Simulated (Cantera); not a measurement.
Input: 1 mol n-butane, 0.02 mol CO2, equilibrated at 0.100 bar.

These are equilibrium values from Cantera (NASA tables, ideal gas, pure condensed phases), not measurements of a reactor. Candidate condensed phases: C, C6H6, C7H8, C8H18, H2O; 131 gas species. Ions and electrons are included (thermal ionisation). The numbers say what is thermodynamically allowed, not how fast it happens.

### Question
At 4477 °C, list the 7 most abundant gas species with their mole fractions, and the condensed phases.

### Answer
H 0.719, C 0.264, C2 0.0101, CO 0.00289, H2 0.00225, C3 0.00109, CH 0.000291. Condensed: gas only.
